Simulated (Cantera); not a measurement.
Charge: 1 mol CuO, 0.4 mol CH₄, 16 mol N₂, 1.8 mol C, equilibrated at 10.0 Torr.

These are equilibrium values from Cantera (NASA tables, ideal gas, pure condensed phases), not measurements of a reactor. Candidate condensed phases: C, C₆H₆, C₇H₈, C₈H₁₈, Cu, CuO, Cu(OH)₂, Cu₂O, H₂O; 139 gas species. Rates play no part.

**Question.** Which condensed phases are stable at each of these points (T (K)): 875, 975, 1075, 1175, 1275, 1375, 1475, 1575, 1675, 1775?

**Answer.** 
```
T (K)     condensed phases  Cu condensed (%)
-----  -------------------  ----------------
875    C(graphite) + Cu(s)             100.0
975    C(graphite) + Cu(s)             100.0
1075   C(graphite) + Cu(s)             100.0
1175   C(graphite) + Cu(s)             100.0
1275   C(graphite) + Cu(s)             100.0
1375   C(graphite) + Cu(l)              99.9
1475   C(graphite) + Cu(l)              99.3
1575   C(graphite) + Cu(l)              96.3
1675   C(graphite) + Cu(l)              84.6
1775   C(graphite) + Cu(l)              44.2
```

From 875 K to 1275 K the condensed part is C(graphite) + Cu(s). From 1375 K to 1775 K the condensed part is C(graphite) + Cu(l).
